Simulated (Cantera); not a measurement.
A diamond (100) surface in a fixed gas of H2 with x(CH4) = 0.0057, x(CH3) = 0.00049, at 1075 K, 203 Torr; coverages are run to steady state.

Detailed kinetics in Cantera: the Harris–Goodwin 1993 mechanism for the reconstructed diamond (100) surface.

θ: site fractions in the mechanism's names (c6HH fully hydrogenated, c6H* and c6*H radical sites, c6** diradical, c6HM methylated).

```tsv
x(H)	growth (µm/h)	θ c6HH	θ c6H*	θ c6*H	θ c6**	θ c6HM
0.0001	12.3	0.383	0.0133	0.223	0.00232	0.255
0.00021	23.6	0.380	0.0152	0.256	0.00428	0.232
0.00042	38.5	0.402	0.0174	0.293	0.00678	0.189
0.00087	56.1	0.438	0.0199	0.334	0.00968	0.134
0.0018	…	0.473	0.0221	0.370	…	…
0.0037	82.7	0.498	0.0237	0.395	0.0140	…
0.0075	89.3	0.513	0.0248	0.410	0.0150	0.0246
0.016	93.4	0.522	0.0258	0.418	0.0157	0.0121
0.032	95.7	0.526	0.0270	0.421	0.0162	0.00618
```

### Question
Complete the blanks.

### Answer

- 0.0018, growth (µm/h): 71.8
- 0.0018, θ c6**: 0.0122
- 0.0018, θ c6HM: 0.0825
- 0.0037, θ c6HM: 0.0463
